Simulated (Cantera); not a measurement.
# CCl4 + F2 (fluorocarbon and chlorocarbon gases)

A closed system holds: 1 mol CCl4, 0.55 mol F2, held at 1498.15 K and 7.50 Torr.

Cantera equilibrium calculation (NASA polynomials, part measured and part estimated; ideal gas, pure solids and liquids). Candidate condensed phases: C; 27 gas species. Gases not in the tables: C2F6 and larger saturated fluorocarbons. Equilibrium is a limit: real reactors are often held back by kinetics, nucleation or transport.

- x(Cl2) = 0.496
- x(Cl) = 0.406
- x(CF4) = 0.0923
- x(CClF3) = 0.00527
- x(CCl2F2) = 0.000251
- x(CF2) = 0.000126
- x(ClF) = 8.72e-5
- x(F) = 3.33e-5
- x(CF3) = 1.62e-5
- n(C(graphite)) = 0.721 mol
- gas amount = 2.850 mol
